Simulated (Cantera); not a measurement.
Cantera run:

```python
import numpy as np
import cantera as ct

gas_names = [...]  # 151 gases of nasa_gas.yaml made of C, H, N, O, Si
cond_names = """
    C(gr) C6H6(L) C7H8(L) C8H18(L),n-octa H2O(s) H2O(L) Si(cr) Si(L) SiC(b) SiO2(Lqz) SiO2(hqz) SiO2(L)
    Si2N2O(s) Si3N4(a)
""".split()


# ... load() reads the species with a 1 bar reference pressure and builds the phases ...
atoms = {
    'TEOS': {'Si': 1, 'C': 8, 'H': 20, 'O': 4},
    'N2O': {'N': 2, 'O': 1},
}
top_T = {'C(gr)': 4500, 'SiC(b)': 3050, 'Si2N2O(s)': 2100, 'Si3N4(a)': 2400}  # K; cautious upper limits of use, not melting points


# ... equilibrate(T, P, feed) seeds the gas with the atoms and calls Mixture.equilibrate('TP', solver="vcs", rtol=1e-11, max_steps=5000) ...
results = []
feed = {'TEOS': 1, 'N2O': 0.45}  # mol
P = 13332.2  # Pa
for T in [600, 750, 900, 1050, 1200, 1350, 1500, 1650, 1800, 1950, 2100]:
    mix = equilibrate(T, P, feed)
    results.append((T, P, feed, dict(zip(mix.species_names, mix.species_moles))))
    x = sorted(zip(gas.X, gas.species_names), reverse=True)
    print(f"T = {T:g} K  P = {P:g} Pa  gas = {mix.phase_moles(0):.4g} mol")
    print("   x: " + "  ".join(f"{s} {v:.3e}" for v, s in x if v > 1e-05))
    print("   condensed (mol): " + ("  ".join(f"{mix.phase(i).name} {mix.phase_moles(i):.4g}"
          for i in range(1, mix.n_phases) if mix.phase_moles(i) > 1e-12) or "none"))
```

It prints:

```
T = 600 K  P = 13332.2 Pa  gas = 7.368 mol
   x: CH4 4.426e-01  H2O 2.842e-01  H2 1.876e-01  N2 6.102e-02  CO2 2.388e-02  CO 5.575e-04  NH3 1.113e-04
   condensed (mol): C(gr) 4.559  SiO2(Lqz) 1
T = 750 K  P = 13332.2 Pa  gas = 9.605 mol
   x: H2 5.878e-01  H2O 1.590e-01  CH4 1.471e-01  N2 4.682e-02  CO2 3.691e-02  CO 2.230e-02  NH3 6.641e-05
   condensed (mol): C(gr) 6.018  SiO2(Lqz) 1
T = 900 K  P = 13332.2 Pa  gas = 12.03 mol
   x: H2 7.502e-01  CO 1.403e-01  N2 3.739e-02  H2O 3.406e-02  CH4 2.342e-02  CO2 1.465e-02  NH3 2.029e-05
   condensed (mol): C(gr) 5.854  SiO2(hqz) 1
T = 1050 K  P = 13332.2 Pa  gas = 12.79 mol
   x: H2 7.696e-01  CO 1.862e-01  N2 3.519e-02  CH4 4.521e-03  H2O 3.467e-03  CO2 9.880e-04
   condensed (mol): C(gr) 5.549  SiO2(hqz) 1
T = 1200 K  P = 13332.2 Pa  gas = 12.88 mol
   x: H2 7.736e-01  CO 1.896e-01  N2 3.494e-02  CH4 1.260e-03  H2O 5.074e-04  CO2 9.057e-05  HCN 1.225e-05
   condensed (mol): C(gr) 5.541  SiO2(hqz) 1
T = 1350 K  P = 13332.2 Pa  gas = 12.89 mol
   x: H2 7.746e-01  CO 1.899e-01  N2 3.488e-02  CH4 4.611e-04  H2O 1.124e-04  HCN 5.355e-05  CO2 1.402e-05
   condensed (mol): C(gr) 5.545  SiO2(hqz) 1
T = 1500 K  P = 13332.2 Pa  gas = 13.7 mol
   x: H2 7.295e-01  CO 2.663e-01  N2 3.718e-03  SiO 2.109e-04  CH4 1.823e-04  HCN 5.506e-05  H2O 4.448e-05  H 4.117e-05
   condensed (mol): C(gr) 4.348  SiO2(hqz) 0.1998  Si2N2O(s) 0.3987
T = 1650 K  P = 13332.2 Pa  gas = 14.9 mol
   x: H2 6.706e-01  CO 2.976e-01  N2 3.000e-02  SiO 1.031e-03  HCN 3.919e-04  H 2.037e-04  CH4 7.968e-05  C2H2,acetylene 3.059e-05  H2O 1.712e-05  HNC 1.029e-05
   condensed (mol): C(gr) 2.573  SiC(b) 0.9846
T = 1800 K  P = 13332.2 Pa  gas = 14.91 mol
   x: H2 6.698e-01  CO 2.969e-01  N2 2.974e-02  SiO 1.649e-03  HCN 8.666e-04  H 8.026e-04  C2H2,acetylene 1.175e-04  CH4 4.603e-05  HNC 3.289e-05
   condensed (mol): C(gr) 2.582  SiC(b) 0.9754
T = 1950 K  P = 13332.2 Pa  gas = 14.92 mol
   x: H2 6.677e-01  CO 2.958e-01  N2 2.928e-02  H 2.565e-03  SiO 2.446e-03  HCN 1.685e-03  C2H2,acetylene 3.649e-04  HNC 8.723e-05  CH4 2.892e-05
   condensed (mol): C(gr) 2.585  SiC(b) 0.9633
T = 2100 K  P = 13332.2 Pa  gas = 14.95 mol
   x: H2 6.627e-01  CO 2.942e-01  N2 2.852e-02  H 6.946e-03  SiO 3.415e-03  HCN 2.948e-03  C2H2,acetylene 9.573e-04  HNC 1.991e-04  Si 7.801e-05  CH4 1.932e-05  SiH 1.258e-05
   condensed (mol): C(gr) 2.578  SiC(b) 0.9473
```

Equilibrium computed with Cantera from the NASA thermochemical tables; the gas is ideal and each condensed phase is pure. The feed counts by its element totals alone. Mutual solubility and eutectic melting of coexisting phases are not modelled. The tables hold silica as quartz up to 1696 K and as liquid above; real silica turns to tridymite and cristobalite and melts near 1996 K.
